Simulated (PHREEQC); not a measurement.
## Brine: speciation

A solution holds 0.071 mol/kgw MgCl2, 0.025 mol/kgw CaCl2 and 0.00063 mol/kgw LiCl, at 55 °C. Closed to the air; pH follows from the charge balance.

Model: ion-association model, phreeqc.dat, run in PHREEQC.

The ionic strength is 0.289 mol/kgw and the specific conductance comes out as 29900 µS/cm. The density is 0.993 g/cm³.

```
species  molality  activity   log γ
-------  --------  --------  ------
Cl-         0.193     0.130  -0.171
Mg+2       0.0710    0.0211  -0.527
Ca+2       0.0250   0.00681  -0.565
Li+      0.000630  0.000457  -0.140
H+        1.31e-6   1.01e-6  -0.111
MgOH+     1.20e-6   8.81e-7  -0.134
```

No solid was allowed to form. Species that the database lacks are ignored. Away from 25 °C the constants follow the database's enthalpies or fits; those with neither stay at their 25 °C values.
